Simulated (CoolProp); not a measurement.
Vapour-liquid equilibrium of sulfur hexafluoride (1) + CH2F2 (R32) (2) at 291.1 K; x and y are mole fractions of (1).

Model: multi-fluid Helmholtz-energy mixture model, Guder 2009 and Tillner-Roth 1997; pair parameters Bell 2016, in CoolProp.

```tsv
x	bubble pressure, mixture model (bar)	bubble pressure, Raoult's law (bar)	y, mixture model	y, Raoult's law
0.05	17.28	14.23	0.188	0.070
0.15	21.61	14.83	0.360	0.202
0.25	23.94	15.43	0.439	0.323
0.35	25.24	16.04	0.489	0.436
0.45	26.01	16.64	0.531	0.540
0.55	26.41	17.24	0.575	0.637
0.65	26.40	17.85	0.626	0.727
0.75	25.81	18.45	0.690	0.811
0.85	24.42	19.05	0.775	0.890
0.95	21.86	19.65	0.904	0.965
```

The largest gap from Raoult's law is +57.4 % in bubble pressure, at x = 0.35. y crosses x between x = 0.55 and 0.65: the model has an azeotrope there.

Pair parameters are fitted to limited data, so mixtures are less certain than the pure fluids. With so large a gap from Raoult's law the liquid may split in two, which this calculation doesn't test in full.
